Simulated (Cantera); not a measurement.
# N2O furnace oxynitridation

An isothermal, constant-pressure homogeneous reactor starts with 98.7 % N2O, 0.622 % H2O, 0.691 % N2, at 1273 K and 0.0642 atm.

Cantera simulation using GRI-Mech 3.0 (53 species, 325 reactions); the numbers are that mechanism's predictions, not measurements. GRI-Mech 3.0 was tuned for natural gas; its chemistry of N2O as a main component is partial and can be far from experiment. The mechanism lacks the step 2 NO + O2 → 2 NO2, which can matter for NO2 below about 1400 K. The temperature is held fixed by assumption; the heat of reaction is taken as removed at once.

```csv
t (s),x N2O,x H2O,x H2O2,x NO,x HO2
0.000100,0.987,0.00622,<1e-12,9.26e-7,5.58e-10
0.000242,0.987,0.00622,<1e-12,3.49e-6,5.50e-9
0.000588,0.987,0.00622,2.86e-12,1.04e-5,4.22e-8
0.00143,0.987,0.00622,6.80e-11,2.74e-5,2.54e-7
0.00346,0.986,0.00621,1.78e-9,6.83e-5,1.15e-6
0.00838,0.985,0.00621,1.75e-8,0.000165,2.92e-6
0.0203,0.982,0.00620,2.37e-8,0.000389,3.16e-6
0.0492,0.976,0.00619,1.15e-8,0.000910,2.19e-6
0.119,0.960,0.00616,4.81e-9,0.00215,1.38e-6
0.289,0.925,0.00608,1.92e-9,0.00513,7.66e-7
0.702,0.845,0.00591,9.26e-10,0.0118,3.63e-7
1.70,0.686,0.00558,6.59e-10,0.0252,1.48e-7
4.12,0.432,0.00505,5.57e-10,0.0465,5.16e-8
10.0,0.162,0.00449,4.64e-10,0.0685,1.49e-8
```
x: mole fraction; the columns are a selection and need not sum to one.

Equilibrium at this temperature and pressure: N2O 6.03e-9, H2O 0.00416, H2O2 2.71e-11, NO 0.000383, HO2 4.17e-9 (gas phase only).
